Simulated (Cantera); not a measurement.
A perfectly stirred reactor is fed with 2.05 % C2H6, 97.9 % N2, at 1.50 bar; it is held at 2023 K, and followed from long to short residence time.

Computed with Cantera and GRI-Mech 3.0 (53 species, 325 reactions). GRI-Mech 3.0 stops at C3 and has no aromatics, soot or wall deposition, so with more carbon than oxygen in the feed, carbon stays in small species such as C2H2 where larger ones or solid carbon would form.

One state of this run: x C2H6 = 7.19e-6; x C2H4 = 4.86e-5; x C2H2 = 0.0185; x CH2 = 3.89e-6; x H = 0.000376; x HCN = 0.000316; x H2 = 0.0364. x: mole fraction; the columns are a selection and need not sum to one.

Problem. Which value of τ (s) does it belong to?
A) 0.020
B) 0.0086
C) 0.24
D) 0.046

Solution. B, 0.0086
